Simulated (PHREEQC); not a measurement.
PHREEQC input (ion-association model, wateq4f.dat):

```
SOLUTION_MASTER_SPECIES
  An  An-  0  An  62.0  # stands for a non-complexing anion
SOLUTION_SPECIES
  An- = An-
    -log_k 0
    -gamma 3.0 0
PHASES
  Fix_H+
    H+ = H+
    -log_k 0
SOLUTION 1
  temp 25
  units mmol/kgw
  pH 7 charge
  As(5) 0.017
  Na 50.034
  An 50
END
SELECTED_OUTPUT 1
  -reset false
  -pH true
  -pe true
  -ionic_strength true
  -water true
  -totals As Na As(3) As(5)
  -molalities Hfo_wOH Hfo_wOH2+ Hfo_wO- Hfo_sOH Hfo_sOH2+ Hfo_sO- Hfo_wH2AsO4 Hfo_wHAsO4- Hfo_wOHAsO4-3
USER_PUNCH 1
  -headings sigma psi
  10 PUNCH EDL("sigma", "Hfo"), EDL("psi", "Hfo")
PRINT
  -reset false
USE solution 1
SURFACE 1
  Hfo_wOH 0.000191011 600 0.085
  Hfo_sOH 4.77528e-06
EQUILIBRIUM_PHASES 1
  Fix_H+ -3 HAn 10
    -force_equality true
  O2(g) -0.68 10
END
# ... the last block is repeated for the other 16 points of pH, with NaOH or the acid as the point needs
```

Selected output (columns that matter, 17 of 17 rows; pH added in front):

```
pH	mu	As	Na	m_Hfo_wOH	m_Hfo_wOH2+	m_Hfo_wO-	m_Hfo_sOH	m_Hfo_sOH2+	m_Hfo_sO-	m_Hfo_wH2AsO4	m_Hfo_wHAsO4-	m_Hfo_wOHAsO4-3	sigma	psi
3	0.05129	9.4851e-10	0.050034	4.9037e-06	0.0001691	3.2575e-09	1.3457e-07	4.6406e-06	8.9394e-11	9.9284e-06	7.0672e-06	3.4932e-09	0.31533	0.16282
3.5	0.050482	5.9732e-10	0.050034	1.2854e-05	0.00016113	2.3492e-08	3.5276e-07	4.4219e-06	6.4467e-10	5.7323e-06	1.1225e-05	4.1993e-08	0.29171	0.15924
4	0.050218	4.2e-10	0.050034	2.8257e-05	0.00014563	1.256e-07	7.7544e-07	3.9964e-06	3.4469e-09	2.8968e-06	1.3797e-05	3.0536e-07	0.25501	0.1525
4.5	0.050125	3.7434e-10	0.050034	4.9626e-05	0.00012393	4.5525e-07	1.3619e-06	3.4009e-06	1.2493e-08	1.446e-06	1.4214e-05	1.3398e-06	0.20553	0.14153
5	0.050086	4.2738e-10	0.050034	7.0892e-05	0.00010199	1.1288e-06	1.9454e-06	2.7989e-06	3.0978e-08	7.4209e-07	1.2662e-05	3.5959e-06	0.1517	0.12612
5.5	0.050065	5.9703e-10	0.050034	8.7757e-05	8.4158e-05	2.0964e-06	2.4083e-06	2.3095e-06	5.753e-08	3.9571e-07	1.0129e-05	6.4746e-06	0.10361	0.10697
6	0.050053	1.025e-09	0.050034	9.9734e-05	7.1072e-05	3.2062e-06	2.7369e-06	1.9504e-06	8.7985e-08	2.2569e-07	7.7741e-06	8.9991e-06	0.066139	0.085016
6.5	0.050045	2.325e-09	0.050034	0.00010786	6.184e-05	4.3099e-06	2.96e-06	1.697e-06	1.1827e-07	1.4119e-07	6.0453e-06	1.0811e-05	0.039033	0.061025
7	0.050039	7.7244e-09	0.050034	0.00011339	5.5304e-05	5.3258e-06	3.1115e-06	1.5176e-06	1.4615e-07	9.6715e-08	4.8675e-06	1.2028e-05	0.019674	0.035601
7.5	0.050035	3.7544e-08	0.050034	0.00011748	5.0279e-05	6.2885e-06	3.2233e-06	1.3795e-06	1.7253e-07	6.9968e-08	4.0131e-06	1.2879e-05	0.0048178	0.0093809
8	0.050032	2.2089e-07	0.050034	0.00012133	4.5488e-05	7.4138e-06	3.3254e-06	1.2467e-06	2.0319e-07	4.9307e-08	3.2283e-06	1.3501e-05	-0.0087316	-0.016796
8.5	0.050029	1.1409e-06	0.050034	0.0001266	3.9178e-05	9.3722e-06	3.4516e-06	1.0681e-06	2.5552e-07	2.7958e-08	2.2177e-06	1.3613e-05	-0.023537	-0.041445
9	0.050034	3.6198e-06	0.050041	0.00013397	2.9914e-05	1.3745e-05	3.6016e-06	8.0417e-07	3.6952e-07	9.5084e-09	1.0453e-06	1.2325e-05	-0.040524	-0.062638
9.5	0.050076	7.065e-06	0.050085	0.00013894	1.9744e-05	2.2397e-05	3.664e-06	5.2068e-07	5.9064e-07	1.91e-09	3.2992e-07	9.6032e-06	-0.060284	-0.080607
10	0.050179	1.059e-05	0.05019	0.0001363	1.1597e-05	3.6699e-05	3.5259e-06	3e-07	9.4935e-07	2.703e-10	7.7981e-08	6.3321e-06	-0.084812	-0.097007
10.5	0.050468	1.3706e-05	0.050481	0.00012447	6.2237e-06	5.7025e-05	3.1663e-06	1.5832e-07	1.4506e-06	2.8421e-11	1.3953e-08	3.2803e-06	-0.11721	-0.11293
11	0.051342	1.5796e-05	0.051357	0.00010431	3.0223e-06	8.2474e-05	2.6243e-06	7.6036e-08	2.0749e-06	2.0262e-12	1.7166e-09	1.202e-06	-0.16093	-0.12849
```

The oxide is taken as insoluble; below pH 4 it would dissolve.
